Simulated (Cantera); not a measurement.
**Silicon oxide and oxynitride deposition: HMDSO + O2 + N2**

Charge: 1 mol HMDSO, 9.7 mol O2, 11 mol N2, at 600 K.

Method: chemical equilibrium by Gibbs-energy minimisation in Cantera with the NASA 1993 tables (ideal gas, pure condensed phases). Candidate condensed phases: C, C6H6, C7H8, C8H18, H2O, Si, SiC, SiO2, Si2N2O, Si3N4; 151 gas species. The feed counts by its element totals alone. The numbers say what is thermodynamically allowed, not how fast it happens.

From 5.00 Pa to 100000 Pa the condensed part is SiO2(α-quartz).

```tsv
P (Pa)	log p N2	log p H2O	log p CO2	log p H2	log p CH4	log p CO	log p NH3	log p C2H6	n SiO2(α-quartz)
5	-4.67	-5.05	-4.95	-5.07	-10.30	-6.42	-11.33	<-16	2.00
36	-3.82	-4.20	-4.10	-4.22	-7.73	-5.57	-9.61	<-15	2.00
260	-2.96	-3.33	-3.24	-3.38	-5.25	-4.74	-7.92	-13.36	2.00
1900	-2.08	-2.39	-2.38	-2.68	-3.49	-4.12	-6.44	-10.52	2.00
14000	-1.20	-1.46	-1.53	-2.14	-2.33	-3.66	-5.18	-8.75	2.00
100000	-0.34	-0.57	-0.68	-1.67	-1.37	-3.23	-4.05	-7.31	2.00
```
log p: log10 of the partial pressure in bar; n: condensed amount in mol.
